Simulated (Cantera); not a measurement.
# Thermodynamics of silicon carbide growth, feed SiCl4 + C2H2 + H2 + C2H4

Charge: 1 mol SiCl4, 0.022 mol C2H2, 14 mol H2, 0.0069 mol C2H4, equilibrated at 2.10 Torr.

Method: chemical equilibrium by Gibbs-energy minimisation in Cantera with the NASA 1993 tables (ideal gas, pure condensed phases). Candidate condensed phases: C, C6H6, C7H8, C8H18, Si, SiC; 109 gas species. Mutual solubility and eutectic melting of coexisting phases are not modelled. The tables' values for SiCl3, SiCl are old estimates; treat these amounts as uncertain. Gases not in the tables: Si2H6 and higher silanes. Equilibrium is a limit: real reactors are often held back by kinetics, nucleation or transport.

From 1150 K to 1250 K the condensed part is Si(s) + SiC(s). From 1350 K to 2150 K the condensed part is SiC(s). The main Si-bearing gas is SiCl2 throughout. The share of Si in condensed phases is highest at 1150 K (14.8 %) and lowest at 2150 K (2.7 %).

```tsv
T (K)	x H2	x HCl	x H	x SiCl2	x Si	x SiCl4	x Cl	n Si(s)	n SiC(s)
1150	0.848	0.0973	1.30e-6	0.0245	7.07e-11	0.0198	1.31e-7	0.0900	0.0578
1250	0.822	0.121	8.28e-6	0.0451	2.97e-9	0.00492	1.05e-6	0.0388	0.0578
1350	0.814	0.127	4.06e-5	0.0548	6.96e-8	0.000816	5.30e-6	0	0.0578
1450	0.811	0.130	0.000161	0.0570	9.73e-7	0.000147	2.10e-5	0	0.0578
1550	0.810	0.131	0.000536	0.0578	9.71e-6	3.19e-5	6.92e-5	0	0.0578
1650	0.808	0.131	0.00154	0.0580	7.30e-5	8.23e-6	0.000197	0	0.0578
1750	0.805	0.132	0.00394	0.0574	0.000427	2.48e-6	0.000499	0	0.0577
1850	0.797	0.135	0.00909	0.0550	0.00192	8.60e-7	0.00117	0	0.0574
1950	0.778	0.142	0.0191	0.0488	0.00626	3.35e-7	0.00262	0	0.0555
2050	0.746	0.155	0.0370	0.0378	0.0143	1.37e-7	0.00570	0	0.0489
2150	0.699	0.167	0.0666	0.0248	0.0244	5.13e-8	0.0117	0	0.0268
```
x: gas mole fraction; n: condensed amount in mol.
